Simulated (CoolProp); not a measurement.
Saturated liquid density (kg/m³) of R245ca: the reference equation beside estimates from Tc = 174.4 °C, pc = 3941 kPa, ω = 0.355.

Model: reference Helmholtz-energy equation of state, Zhou 2016, in CoolProp.

| T (°C) | reference | van der Waals | Peng-Robinson |
|---|---|---|---|
| 43.85 | 1339 | 804.4 | 1396 |
| 50.75 | 1320 | 793.1 | 1375 |
| 57.75 | 1301 | 781.4 | 1352 |
| 64.75 | 1281 | 769.2 | 1329 |
| 71.65 | 1261 | 756.8 | 1305 |
| 78.65 | 1240 | 743.7 | 1279 |
| 85.65 | 1219 | 730.1 | 1251 |
| 92.55 | 1196 | 716.2 | 1222 |
| 99.55 | 1173 | 701.3 | 1191 |
| 106.55 | 1148 | 685.8 | 1158 |
| 113.45 | 1122 | 669.6 | 1123 |
| 120.45 | 1094 | 652.1 | 1084 |

Absolute difference from the reference over all 12 rows, mean and median: van der Waals 40.1 and 40.1 %, Peng-Robinson 2.6 and 2.9 %.
